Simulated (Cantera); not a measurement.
An isothermal, constant-pressure homogeneous reactor starts with 79.4 % NO, 20.6 % N2, at 1900 K and 1.00 atm.

Cantera simulation using GRI-Mech 3.0 (53 species, 325 reactions); the numbers are that mechanism's predictions, not measurements.

x: mole fraction; the columns are a selection and need not sum to one.

```
t (s)        x NO     x N2O       x O     x NO2      x O2   x N2
--------  -------  --------  --------  --------  --------  -----
0.000100    0.794   3.25e-5         …   2.94e-5   5.45e-7  0.206
0.000274    0.793   8.06e-5         …   9.05e-5   4.54e-6  0.206
0.000753    0.793  0.000170         …  0.000234   5.30e-5  0.206
0.00207     0.792  0.000259   3.38e-5  0.000356  0.000421  0.207
0.00567     0.789  0.000278   3.65e-5  0.000388   0.00171  0.208
0.0156      0.782  0.000272         …  0.000434   0.00527  0.212
0.0427      0.763  0.000257         …  0.000533    0.0148  0.221
0.117       0.713  0.000222         …  0.000700    0.0396  0.246
0.321       0.599  0.000153         …  0.000863    0.0964  0.303
0.882       0.399   6.62e-5         …  0.000804     0.197  0.404
2.42        0.177   1.30e-5         …  0.000444     0.308  0.515
6.64       0.0484   1.25e-6  0.000182  0.000133     0.372  0.579
18.2       0.0126   3.84e-7  0.000186   3.54e-5     0.390  0.597
50.0      0.00706   3.43e-7  0.000187   2.00e-5     0.393  0.600
```

Task: Complete the blanks.

Result: 
- 0.000100, x O: 6.66e-6
- 0.000274, x O: 1.22e-5
- 0.000753, x O: 2.41e-5
- 0.0156, x O: 4.07e-5
- 0.0427, x O: 5.01e-5
- 0.117, x O: 6.84e-5
- 0.321, x O: 9.81e-5
- 0.882, x O: 0.000135
- 2.42, x O: 0.000166
